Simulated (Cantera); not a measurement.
## Moist CO burnout

An isothermal, constant-pressure homogeneous reactor starts with CO : O2 : H2O : N2 = 0.0013 : 0.012 : 0.0014 : 1 (molar parts), equivalence ratio 0.054, at 1323 K and 520000 Pa.

Model: GRI-Mech 3.0 (53 species, 325 reactions), integrated in Cantera.

```csv
t (s),x CO,x O2,x H2O,x H,x NO,x N2O,x H2O2
2.00e-5,0.00128,0.0118,0.00138,1.66e-12,<1e-12,<1e-12,<1e-12
5.52e-5,0.00128,0.0118,0.00138,1.07e-11,<1e-12,<1e-12,<1e-12
0.000153,0.00128,0.0118,0.00138,6.74e-11,<1e-12,4.25e-12,<1e-12
0.000421,0.00128,0.0118,0.00138,5.20e-10,<1e-12,4.15e-11,<1e-12
0.00116,0.00128,0.0118,0.00138,1.86e-8,<1e-12,1.69e-9,1.28e-10
0.00321,0.00106,0.0117,0.00137,9.15e-7,2.22e-9,3.34e-7,1.85e-8
0.00887,0.000481,0.0114,0.00137,3.54e-7,3.02e-8,1.33e-6,9.26e-9
0.0245,0.000110,0.0112,0.00138,5.76e-8,8.09e-8,2.01e-6,2.54e-9
0.0676,1.14e-5,0.0112,0.00138,4.10e-9,1.16e-7,1.70e-6,5.42e-10
0.187,6.13e-7,0.0112,0.00138,2.51e-10,1.30e-7,6.32e-7,1.14e-10
0.516,1.41e-8,0.0112,0.00138,3.08e-11,1.33e-7,5.69e-8,3.06e-11
1.42,1.30e-9,0.0112,0.00138,1.92e-11,1.33e-7,2.00e-8,2.17e-11
3.93,1.29e-9,0.0112,0.00138,1.91e-11,1.33e-7,1.99e-8,2.17e-11
10.9,1.29e-9,0.0112,0.00138,1.91e-11,1.34e-7,1.99e-8,2.17e-11
30.0,1.29e-9,0.0112,0.00138,1.91e-11,1.37e-7,1.99e-8,2.17e-11
```
x: mole fraction; the columns are a selection and need not sum to one.

Equilibrium at this temperature and pressure: CO 1.29e-9, O2 0.0111, H2O 0.00138, H 1.92e-11, NO 0.000119, N2O 1.99e-8, H2O2 2.17e-11 (gas phase only).
